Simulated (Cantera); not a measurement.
Charge: 1 mol Ti, 1.1 mol C₃H₈, 6.2 mol H₂, 11 mol O₂, equilibrated at 0.00130 bar.

These are equilibrium values from Cantera (NASA tables, ideal gas, pure condensed phases), not measurements of a reactor. Candidate condensed phases: C, C₆H₆, C₇H₈, C₈H₁₈, H₂O, Ti, TiC, TiO, TiO₂, Ti₂O₃, Ti₃O₅, Ti₄O₇; 113 gas species. The numbers say what is thermodynamically allowed, not how fast it happens.

Which condensed phases are stable at each of these points (T (K)): 1348, 1423, 1498, 1573, 1648, 1723, 1798, 1873, 1948, 2023, 2098, 2173?


```tsv
T (K)	condensed phases	Ti condensed (%)
1348	TiO₂(rutile)	100.0
1423	TiO₂(rutile)	100.0
1498	TiO₂(rutile)	100.0
1573	TiO₂(rutile)	100.0
1648	TiO₂(rutile)	100.0
1723	TiO₂(rutile)	100.0
1798	TiO₂(rutile)	100.0
1873	TiO₂(rutile)	100.0
1948	TiO₂(rutile)	99.9
2023	TiO₂(rutile)	99.6
2098	TiO₂(rutile)	98.5
2173	TiO₂(l)	95.3
```

From 1348 K to 2098 K the condensed part is TiO₂(rutile). At 2173 K the condensed part is TiO₂(l).
